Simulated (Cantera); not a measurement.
Input (Python, Cantera) and output of one run.

```python
import numpy as np
import cantera as ct

gas_names = """
    C CN CO CO2 C2 CCN CNC C2N2 C2O C3 C3O2 C4 C4N2 C5 N NCO NO NO2 NO3 N2 N2O O O2 O3 Si SiC SiC2 SiN
    SiO SiO2 Si2 Si2C Si2N Si3
""".split()
cond_names = """
    C(gr) Si(cr) Si(L) SiC(b) SiO2(Lqz) SiO2(hqz) SiO2(L) Si2N2O(s) Si3N4(a)
""".split()


# ... load() reads the species with a 1 bar reference pressure and builds the phases ...
atoms = {
    'SiC': {'Si': 1, 'C': 1},
    'N2O': {'N': 2, 'O': 1},
    'N2': {'N': 2},
}
top_T = {'C(gr)': 4500, 'SiC(b)': 3050, 'Si2N2O(s)': 2100, 'Si3N4(a)': 2400}  # K; cautious upper limits of use, not melting points


# ... equilibrate(T, P, feed) seeds the gas with the atoms and calls Mixture.equilibrate('TP', solver="vcs", rtol=1e-11, max_steps=5000) ...
results = []
feed = {'SiC': 1, 'N2O': 0.19, 'N2': 250}  # mol
T = 1373  # K
for P in [0.1, 0.6, 3.6, 22, 130, 770, 4600, 28000, 170000, 1000000]:
    mix = equilibrate(T, P, feed)
    results.append((T, P, feed, dict(zip(mix.species_names, mix.species_moles))))
    x = sorted(zip(gas.X, gas.species_names), reverse=True)
    print(f"T = {T:g} K  P = {P:g} Pa  gas = {mix.phase_moles(0):.4g} mol")
    print("   x: " + "  ".join(f"{s} {v:.3e}" for v, s in x if v > 1e-05))
    print("   condensed (mol): " + ("  ".join(f"{mix.phase(i).name} {mix.phase_moles(i):.4g}"
          for i in range(1, mix.n_phases) if mix.phase_moles(i) > 1e-12) or "none"))
```

Result:

```
T = 1373 K  P = 0.1 Pa  gas = 250.4 mol
   x: N2 9.992e-01  CO 4.028e-04  SiO 3.560e-04  Si 4.671e-05
   condensed (mol): SiC(b) 0.8991
T = 1373 K  P = 0.6 Pa  gas = 250.4 mol
   x: N2 9.992e-01  CO 3.835e-04  SiO 3.753e-04
   condensed (mol): SiC(b) 0.904
T = 1373 K  P = 3.6 Pa  gas = 250.4 mol
   x: N2 9.992e-01  CO 3.801e-04  SiO 3.787e-04
   condensed (mol): SiC(b) 0.9048
T = 1373 K  P = 22 Pa  gas = 250.3 mol
   x: N2 9.995e-01  CO 4.904e-04  SiO 4.714e-05
   condensed (mol): SiC(b) 0.8773  Si2N2O(s) 0.05546
T = 1373 K  P = 130 Pa  gas = 250.3 mol
   x: N2 9.995e-01  CO 5.047e-04
   condensed (mol): SiC(b) 0.8737  Si2N2O(s) 0.06259
T = 1373 K  P = 770 Pa  gas = 250.2 mol
   x: N2 9.997e-01  CO 3.292e-04
   condensed (mol): C(gr) 0.1329  SiC(b) 0.7848  Si2N2O(s) 0.1076
T = 1373 K  P = 4600 Pa  gas = 249.6 mol
   x: N2 9.999e-01  CO 6.114e-05
   condensed (mol): C(gr) 0.9847  Si2N2O(s) 0.1747  Si3N4(a) 0.2168
T = 1373 K  P = 28000 Pa  gas = 249.6 mol
   x: N2 1.000e+00  CO 1.834e-05
   condensed (mol): C(gr) 0.9954  Si2N2O(s) 0.1854  Si3N4(a) 0.2097
T = 1373 K  P = 170000 Pa  gas = 249.6 mol
   x: N2 1.000e+00
   condensed (mol): C(gr) 0.9986  Si2N2O(s) 0.1886  Si3N4(a) 0.2076
T = 1373 K  P = 1e+06 Pa  gas = 249.6 mol
   x: N2 1.000e+00
   condensed (mol): C(gr) 0.9996  Si2N2O(s) 0.1896  Si3N4(a) 0.2069
```

Equilibrium computed with Cantera from the NASA thermochemical tables; the gas is ideal and each condensed phase is pure. Mutual solubility and eutectic melting of coexisting phases are not modelled.
